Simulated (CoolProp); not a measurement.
Saturation properties of o-xylene.

Model: reference Helmholtz-energy equation of state, Zhou 2012, in CoolProp.

```csv
T (K),p (kPa),vapour density (kg/m³),enthalpy of vaporisation (kJ/kg),liquid viscosity (µPa s),vapour viscosity (µPa s)
460.1,277.4,8.486,314.4,187,9.97
477.5,394.8,11.96,301.6,169,10.4
494.9,546.7,16.50,287.7,152,10.8
512.3,739.0,22.40,272.6,136,11.3
529.7,978.4,30.07,255.9,122,11.8
547.1,1272,40.10,237.1,108,12.3
564.5,1628,53.50,215.3,94.9,12.9
581.9,2057,72.12,188.9,80.9,13.7
599.3,2571,100.1,154.7,65.7,14.6
```

It boils at 417.5 K under 1 atm.

Viscosity comes from a separate model (Cao 2016).
